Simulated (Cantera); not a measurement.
What does this Cantera script print?

```python
import numpy as np
import cantera as ct

gas_names = """
    CL CLO CL2 H HCL HNO HNO2 HNO3 HOCL HO2 H2 H2O H2O2 N NH NH2 NH3 NH2OH NO NO2 NO3 N2 N2H2 N2H4 N2O O
    OH O2 O3
""".split()
cond_names = """
    H2O(s) H2O(L) NH4CL(a) NH4CL(b)
""".split()


def load(file, names, dense=False):
    # The tables refer to 1 bar. Condensed volumes are neglected.
    table = {s.name: s for s in ct.Species.list_from_file(file)}
    out = []
    for n in names:
        d = dict(table[n].input_data)
        d["thermo"] = dict(d["thermo"], **{"reference-pressure": 1e5})
        if dense:
            d["equation-of-state"] = {"model": "constant-volume", "density": "1e6 g/cm^3"}
        out.append(ct.Species.from_dict(d))
    return out


gas = ct.Solution(thermo="ideal-gas", species=load("nasa_gas.yaml", gas_names))
cond = {s.name: ct.Solution(thermo="fixed-stoichiometry", species=[s], name=s.name)
        for s in load("nasa_condensed.yaml", cond_names, dense=True)}
atoms = {
    'HCl': {'H': 1, 'CL': 1},
    'O2': {'O': 2},
    'N2': {'N': 2},
}
top_T = {}  # K; cautious upper limits of use, not melting points


def equilibrate(T, P, feed):
    n = {}
    for name, mol in feed.items():
        for a, k in atoms[name].items():
            n[a] = n.get(a, 0.0) + k * mol
    gas.TPX = T, P, n
    mass = sum(n.values()) * gas.mean_molecular_weight
    gas.equilibrate("TP")
    valid = [c for c in cond.values() if c.min_temp <= T <= top_T.get(c.name, c.max_temp)]
    mix = ct.Mixture([(gas, mass / gas.mean_molecular_weight)] + [(c, 0.0) for c in valid])
    mix.T, mix.P = T, P
    mix.equilibrate("TP", solver="vcs", rtol=1e-11, max_steps=5000)
    return mix


results = []
T = 3223.15  # K
P = 6700  # Pa
for m in [0.053, 0.074, 0.1, 0.14, 0.2, 0.27, 0.38, 0.53, 0.73, 1]:
    feed = {'HCl': 1, 'O2': m, 'N2': 16}  # mol
    mix = equilibrate(T, P, feed)
    results.append((T, P, feed, dict(zip(mix.species_names, mix.species_moles))))

top = {s: max(r[3][s] / sum(r[3][g] for g in gas_names) for r in results) for s in gas_names}
cols = sorted((s for s in top if top[s] > 0.001), key=lambda s: -top[s])[:8]
seen = [c for c in cond_names if any(r[3].get(c, 0) > 1e-12 for r in results)]
print("log10 of partial pressures in bar; condensed amounts in mol")
print(f"{'n(O2)':>10s}" + "".join(f"{s[:9]:>10s}" for s in cols + seen))
for T, P, feed, n in results:
    ng = sum(n[g] for g in gas_names)
    print(f"{feed['O2']:10.4g}" + "".join(f"{np.log10(max(n[s] / ng * P / 1e5, 1e-99)):10.3f}" for s in cols)
          + "".join(f"{n.get(c, 0):10.4g}" for c in seen))
```

Output:

```
log10 of partial pressures in bar; condensed amounts in mol
     n(O2)        N2         O        CL         H        NO        O2        OH       HCL
     0.053    -1.226    -3.497    -2.452    -2.486    -4.294    -5.721    -4.711    -3.717
     0.074    -1.227    -3.354    -2.453    -2.488    -4.152    -5.436    -4.570    -3.720
       0.1    -1.228    -3.226    -2.454    -2.490    -4.025    -5.180    -4.444    -3.723
      0.14    -1.230    -3.085    -2.456    -2.493    -3.884    -4.896    -4.306    -3.728
       0.2    -1.232    -2.936    -2.458    -2.498    -3.737    -4.599    -4.162    -3.735
      0.27    -1.235    -2.813    -2.461    -2.504    -3.615    -4.353    -4.045    -3.743
      0.38    -1.240    -2.676    -2.465    -2.512    -3.480    -4.078    -3.916    -3.755
      0.53    -1.246    -2.545    -2.470    -2.523    -3.353    -3.817    -3.796    -3.772
      0.73    -1.255    -2.424    -2.477    -2.537    -3.236    -3.575    -3.688    -3.792
         1    -1.265    -2.309    -2.486    -2.554    -3.126    -3.345    -3.591    -3.819
```

Method: chemical equilibrium by Gibbs-energy minimisation in Cantera with the NASA 1993 tables (ideal gas, pure condensed phases).
